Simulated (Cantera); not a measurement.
**Thermodynamics of silicon oxide and oxynitride deposition, feed SiCl4 + O2**

A closed system holds: 1 mol SiCl4, 0.085 mol O2, held at 0.00610 bar.

Cantera equilibrium calculation (NASA polynomials, part measured and part estimated; ideal gas, pure solids and liquids). Candidate condensed phases: Si, SiO2; 15 gas species. The tables' values for SiCl3 are old estimates; treat these amounts as uncertain. The tables hold silica as quartz up to 1696 K and as liquid above; real silica turns to tridymite and cristobalite and melts near 1996 K. Kinetics and transport are ignored.

```csv
T (°C),x SiCl4,x Cl2,x Cl,x SiCl3,x SiCl2,x ClO,n SiO2(α-quartz),n SiO2(β-quartz)
552,0.843,0.157,8.32e-5,1.88e-11,<1e-12,<1e-12,0.0850,0
627,0.843,0.156,0.000374,4.98e-10,<1e-12,<1e-12,0,0.0850
702,0.843,0.156,0.00134,7.95e-9,<1e-12,5.04e-12,0,0.0850
777,0.842,0.154,0.00398,8.53e-8,<1e-12,3.60e-11,0,0.0850
852,0.839,0.151,0.0102,6.69e-7,6.57e-12,1.93e-10,0,0.0850
927,0.834,0.143,0.0229,4.09e-6,1.76e-10,8.05e-10,0,0.0850
1002,0.824,0.130,0.0457,2.06e-5,3.34e-9,2.63e-9,0,0.0850
1077,0.809,0.110,0.0809,8.92e-5,4.90e-8,6.67e-9,0,0.0850
```
x: gas mole fraction; n: condensed amount in mol.

At 552 °C the condensed part is SiO2(α-quartz). From 627 °C to 1077 °C the condensed part is SiO2(β-quartz). The main Si-bearing gas is SiCl4 throughout.
